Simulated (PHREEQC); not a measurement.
Dissolve 12 mmol/kgw ZnCl2, 0.093 mmol/kgw NaCl and 0.037 mmol/kgw MnSO4 at 10 °C. Closed to the air; pH follows from the charge balance.

Model: ion-association model, wateq4f.dat, run in PHREEQC.

Problem. The ionic strength comes out as 0.0358 mol/kgw. What activity coefficients do ZnCl+, H+, SO4-2, MnCl+, ZnOH+ get?

Solution. ZnCl+ 0.84, H+ 0.87, SO4-2 0.51, MnCl+ 0.85, ZnOH+ 0.84.

Precipitation was switched off in this run. Away from 25 °C the constants follow the database's enthalpies or fits; those with neither stay at their 25 °C values.
